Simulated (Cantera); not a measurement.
## Premixed flame

A freely propagating, adiabatic, planar premixed flame of 25.8 % H2, 15.5 % O2, 58.6 % N2, unburnt at 675 K and 800000 Pa; mixture-averaged transport, grid criteria slope 0.08 and curve 0.16, no radiation.

Detailed kinetics in Cantera: the H2/O2 subset of GRI-Mech 3.0, which has no nitrogen chemistry. The hydrogen kinetics of GRI-Mech 3.0 are dated; newer H2 mechanisms differ, most at raised pressure. Burning velocities carry a grid error of a few per cent, more on coarse grids.

```csv
z (mm),T (K),u (m/s),x H2,x O2,x OH,x H2O,x HO2,x H2O2
-0.102,675,6.31,0.258,0.155,<1e-8,1.17e-8,<1e-8,<1e-8
-0.0680,675,6.30,0.258,0.156,<1e-8,4.20e-7,3.61e-8,<1e-8
-0.0510,675,6.30,0.257,0.156,<1e-8,3.27e-6,3.38e-7,1.10e-8
-0.0340,677,6.29,0.254,0.156,<1e-8,5.88e-5,8.63e-6,2.93e-7
-0.0170,739,6.69,0.230,0.159,5.72e-5,0.00448,0.000679,3.21e-5
-0.00850,1022,8.92,0.182,0.150,0.00106,0.0377,0.000979,0.000104
0,1458,12.4,0.111,0.114,0.00410,0.116,0.000526,2.63e-5
0.00850,1778,15.0,0.0563,0.0731,0.00993,0.188,0.000264,5.62e-6
0.0170,1960,16.4,0.0331,0.0519,0.0146,0.223,0.000145,3.69e-6
0.0340,2142,17.8,0.0212,0.0405,0.0171,0.245,7.31e-5,2.43e-6
0.0680,2292,18.9,0.0143,0.0361,0.0159,0.260,3.68e-5,1.70e-6
0.136,2397,19.7,0.00848,0.0336,0.0129,0.273,1.88e-5,1.25e-6
0.272,2452,20.0,0.00477,0.0325,0.0102,0.280,1.18e-5,1.03e-6
```
x: mole fraction of selected species; z is measured from the peak of heat release.

| Item | Result |
|---|---|
| laminar burning velocity | 631 cm/s |
| thermal thickness | 0.0340 mm |
| peak x(OH) | 0.0172 |
| peak x(HO2) | 0.00111 |
| peak x(H2O2) | 0.000104 |
| grid points | 106 |
